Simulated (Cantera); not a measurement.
## AlN + Cl2 (nitride etching)

A closed system holds: 1 mol AlN, 3.4 mol Cl2, held at 0.0410 bar.

Method: chemical equilibrium by Gibbs-energy minimisation in Cantera with the NASA 1993 tables (ideal gas, pure condensed phases). Candidate condensed phases: Al, AlCl3, AlN; 11 gas species. Rates play no part.

```json
[
 {"T (K)": "925", "x Cl2": "0.559", "x AlCl3": "0.292", "x N2": "0.147", "x Cl": "0.000427", "x Al2Cl6": "0.00108"},
 {"T (K)": "1000", "x Cl2": "0.558", "x AlCl3": "0.293", "x N2": "0.147", "x Cl": "0.00143", "x Al2Cl6": "0.000351"},
 {"T (K)": "1075", "x Cl2": "0.556", "x AlCl3": "0.293", "x N2": "0.147", "x Cl": "0.00406", "x Al2Cl6": "0.000134"},
 {"T (K)": "1150", "x Cl2": "0.551", "x AlCl3": "0.293", "x N2": "0.146", "x Cl": "0.0101", "x Al2Cl6": "5.85e-5"},
 {"T (K)": "1225", "x Cl2": "0.542", "x AlCl3": "0.291", "x N2": "0.145", "x Cl": "0.0222", "x Al2Cl6": "2.82e-5"},
 {"T (K)": "1300", "x Cl2": "0.524", "x AlCl3": "0.288", "x N2": "0.144", "x Cl": "0.0444", "x Al2Cl6": "1.47e-5"},
 {"T (K)": "1375", "x Cl2": "0.496", "x AlCl3": "0.282", "x N2": "0.141", "x Cl": "0.0812", "x Al2Cl6": "8.16e-6"},
 {"T (K)": "1450", "x Cl2": "0.452", "x AlCl3": "0.274", "x N2": "0.137", "x Cl": "0.137", "x Al2Cl6": "4.72e-6"}
]
```
x: gas mole fraction; nothing condenses.

From 925 K to 1450 K nothing is condensed. The main Al-bearing gas is AlCl3 throughout.
